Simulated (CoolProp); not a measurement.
CHF3 (R23) along the isobar 2380 kPa: density (kg/m³) from the reference equation and from simpler models built on Tc = 299.3 K, pc = 4832 kPa, ω = 0.263; each cubic takes its own stable root.

Values from CoolProp's reference Helmholtz-energy equation of state, Penoncello 2003.

```json
[
 {"T (K)": "204.9", "phase": "liquid", "reference": "1399"},
 {"T (K)": "235.5", "phase": "liquid", "reference": "1267"},
 {"T (K)": "266.1", "phase": "liquid", "reference": "1091"},
 {"T (K)": "296.8", "phase": "gas", "reference": "85.80"},
 {"T (K)": "327.4", "phase": "gas", "reference": "71.23"},
 {"T (K)": "358", "phase": "gas", "reference": "62.09"},
 {"T (K)": "388.6", "phase": "gas", "reference": "55.50"},
 {"T (K)": "419.2", "phase": "gas", "reference": "50.42"},
 {"T (K)": "449.8", "phase": "gas", "reference": "46.31"}
]
```

Q: How far does each simpler model (van der Waals, Redlich-Kwong, Peng-Robinson) lie from the reference over these 9 states: mean and median of the absolute difference, and the worst?

A: 
- van der Waals: mean 20.8 %, median 1.5 %, worst -90.8 % at 266.1 K and 2380 kPa
- Redlich-Kwong: mean 14.7 %, median 0.9 %, worst -90.0 % at 266.1 K and 2380 kPa
- Peng-Robinson: mean 2.1 %, median 0.7 %, worst -8.1 % at 266.1 K and 2380 kPa

At some of these states van der Waals, Redlich-Kwong gives the other phase, because its saturation line lies elsewhere.
